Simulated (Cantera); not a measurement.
A Cantera script and what it prints.

```python
import numpy as np
import cantera as ct

gas_names = """
    Fe FeO O O2 O3 S SO SO2 SO3 S2 S2O S8
""".split()
cond_names = """
    Fe(a) Fe(c) Fe(d) Fe(L) FeO(s) FeO(L) FeS(a) FeS(b) FeS(c) FeS(L) FeSO4(s) FeS2(s) Fe2O3(s)
    Fe2S3O12(s) Fe3O4(s) S(cr1) S(cr2) S(L)
""".split()


# ... load() reads the species with a 1 bar reference pressure and builds the phases ...
atoms = {
    'Fe2O3': {'Fe': 2, 'O': 3},
    'SO2': {'S': 1, 'O': 2},
    'O2': {'O': 2},
}
top_T = {'FeSO4(s)': 950, 'FeS2(s)': 1010, 'Fe2O3(s)': 1830, 'Fe2S3O12(s)': 1100, 'Fe3O4(s)': 1870}  # K; cautious upper limits of use, not melting points


# ... equilibrate(T, P, feed) seeds the gas with the atoms and calls Mixture.equilibrate('TP', solver="vcs", rtol=1e-11, max_steps=5000) ...
results = []
feed = {'Fe2O3': 1, 'SO2': 0.33, 'O2': 0.75}  # mol
T = 1173  # K
P = 13332.2  # Pa
mix = equilibrate(T, P, feed)
results.append((T, P, feed, dict(zip(mix.species_names, mix.species_moles))))
print(gas.report(threshold=0.001))
for i in range(1, mix.n_phases):
    print(f"{mix.phase(i).name:16s} {mix.phase_moles(i):12.5e} mol")
```

It prints:

```
       temperature   1173 K
          pressure   13332 Pa
           density   0.057919 kg/m^3
  mean mol. weight   42.369 kg/kmol
   phase of matter   gas

                          1 kg             1 kmol
                     ---------------   ---------------
          enthalpy       -1.4334e+06       -6.0732e+07  J
   internal energy       -1.6636e+06       -7.0485e+07  J
           entropy            6915.5        2.9301e+05  J/K
    Gibbs function       -9.5453e+06       -4.0443e+08  J
 heat capacity c_p            998.06             42287  J/K
 heat capacity c_v            801.82             33973  J/K

                      mass frac. Y      mole frac. X     chem. pot. / RT
                     ---------------   ---------------   ---------------
                O2           0.52128           0.69024           -29.405
               SO2           0.42671           0.28224            -67.04
               SO3           0.05201          0.027526           -81.742
     [   +9 minor]        1.2465e-08        3.2195e-08

Fe(a)             0.00000e+00 mol
FeO(s)            0.00000e+00 mol
FeS(c)            0.00000e+00 mol
Fe2O3(s)          1.00000e+00 mol
Fe3O4(s)          0.00000e+00 mol
S(L)              0.00000e+00 mol
```

These are equilibrium values from Cantera (NASA tables, ideal gas, pure condensed phases), not measurements of a reactor.
